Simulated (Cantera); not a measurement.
Feed: 1 mol AlCl3, 2.2 mol H2O, 13 mol N2, held at 775 K and 210 Torr.

Cantera equilibrium calculation (NASA polynomials, part measured and part estimated; ideal gas, pure solids and liquids). Candidate condensed phases: Al, AlCl3, AlN, Al2O3, H2O, NH4Cl; 45 gas species. Condensed phases not in the tables: AlOCl. The numbers say what is thermodynamically allowed, not how fast it happens.

Base state: N2 0.778, HCl 0.180, H2O 0.0419 (mole fractions); condensed: Al2O3(s).

What changes in the equilibrium state with this change: H2O from 2.2 to 0.46 mol?


```csv
species,before,after
N2,0.778,0.892
HCl,0.180,0.0631
AlCl3,<1e-9,0.0418
H2O,0.0419,1.31e-9
Al2Cl6,<1e-9,0.00290
"Al2O3(s), mol",0.500,0.153
```

What changes in the equilibrium state with this change: AlCl3 replaced by Al(CH3)3?


```tsv
species	before	after
N2	0.778	0.677
H2	3.70e-8	0.253
CH4	0	0.0366
HCl	0.180	0
H2O	0.0419	0.0228
CO	0	0.00714
CO2	0	0.00325
NH3	<1e-9	0.000114
Al2O3(s), mol	0.500	0.500
C(graphite), mol	0	2.10
```
The feed counts by its element totals alone. Further candidate phases: C, C6H6, C7H8, C8H18.
